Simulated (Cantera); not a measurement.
A closed system holds: 1 mol SiH4, 0.14 mol NH3, 6.7 mol H2, equilibrated at 825 °C and 0.0133 bar.

Method: chemical equilibrium by Gibbs-energy minimisation in Cantera with the NASA 1993 tables (ideal gas, pure condensed phases). Candidate condensed phases: Si, Si3N4; 18 gas species. Mutual solubility and eutectic melting of coexisting phases are not modelled. Kinetics and transport are ignored.

Base state: H2 1.00 (mole fractions); condensed: Si(s) + Si3N4(s).

### Question
What changes in the equilibrium state with this change: temperature from 825 °C to 1552 °C?

### Answer
```tsv
species	before	after
H2	1.00	0.988
N2	6.74e-8	0.00778
H	2.15e-7	0.00379
Si	<1e-9	0.000341
SiH	<1e-9	4.16e-5
SiH2	1.26e-9	3.52e-5
Si(s), mol	0.895	0
Si3N4(s), mol	0.0350	0
Si(l), mol	0	0.996
```
Gases not in the tables: Si2H6 and higher silanes.
